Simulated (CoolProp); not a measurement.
Properties of n-butane at several states (Tc = 152.0 °C, pc = 3.796 MPa, ω = 0.201).

Computed with CoolProp (reference Helmholtz-energy equation of state, Bücker 2006).

```json
[
 {"T (°C)": "-87.55", "p (MPa)": "0.178", "phase": "liquid", "density (kg/m³)": "687.7", "conductivity (mW/(m K))": "?"},
 {"T (°C)": "143.05", "p (MPa)": "0.386", "phase": "gas", "density (kg/m³)": "?", "conductivity (mW/(m K))": "?"},
 {"T (°C)": "39.15", "p (MPa)": "12", "phase": "liquid", "density (kg/m³)": "?", "conductivity (mW/(m K))": "?"}
]
```

Q: Some entries are withheld; supply them.

A: 
- -87.55, conductivity (mW/(m K)): 156
- 143.05, density (kg/m³): 6.737
- 143.05, conductivity (mW/(m K)): 30.7
- 39.15, density (kg/m³): 576.3
- 39.15, conductivity (mW/(m K)): 108

Thermal conductivity comes from a separate model (Perkins 2002).
